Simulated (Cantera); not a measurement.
An isothermal, constant-pressure homogeneous reactor starts with 55.9 % NH₃, 44.1 % N₂, at 2025 K and 0.132 atm.

Detailed kinetics in Cantera: the gas-phase N/H chemistry of the illustrative SiF4/NH3 mechanism in the Surface Chemkin manual (1991). Walls and surfaces, which speed up NH3 decomposition in real reactors, are not modelled.

One state of this run: x NH₃ = 0.146; x N₂H₄ = 8.91e-9; x H = 0.000391; x N₂H₂ = 9.04e-7; x NH = 1.25e-5. x: mole fraction; the columns are a selection and need not sum to one.

### Question
Which value of t (s) does it belong to?
A. 0.238
B. 0.000205
C. 5.00e-5
D. 0.0141

### Answer
A, 0.238
